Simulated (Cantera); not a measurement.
An adiabatic, constant-volume homogeneous reactor starts with H2 : O2 : N2 : H2O = 1 : 1.16 : 6.74 : 0.63 (molar parts), equivalence ratio 0.43, at 1048 K and 2.70 bar.

Cantera simulation using the H2/O2 subset of GRI-Mech 3.0, which has no nitrogen chemistry; the numbers are that mechanism's predictions, not measurements. The hydrogen kinetics of GRI-Mech 3.0 are dated; newer H2 mechanisms differ, most at raised pressure.

Problem. Predict: time of steepest temperature rise; temperature at 0.200 s; equilibrium temperature; x(H2) at 0.200 s; x(O2) at 0.200 s; x(H2O) at 0.200 s; x(O) at 0.200 s; x(H2O2) at 0.200 s; x(OH) at 0.200 s; x(HO2) at 0.200 s.

Solution. 
```json
{
 "time_of_steepest_temperature_rise": "7.04 ms",
 "temperature at 0.200 s": "1977 K",
 "equilibrium_temperature": "1977 K",
 "x(H2) at 0.200 s": "7.41e-5 (gas-phase equilibrium 7.41e-5)",
 "x(O2) at 0.200 s": "0.0727 (gas-phase equilibrium 0.0727)",
 "x(H2O) at 0.200 s": "0.180 (gas-phase equilibrium 0.180)",
 "x(O) at 0.200 s": "6.93e-5 (gas-phase equilibrium 6.93e-5)",
 "x(H2O2) at 0.200 s": "1.83e-7 (gas-phase equilibrium 1.83e-7)",
 "x(OH) at 0.200 s": "0.00127 (gas-phase equilibrium 0.00127)",
 "x(HO2) at 0.200 s": "2.32e-6 (gas-phase equilibrium 2.32e-6)"
}
```
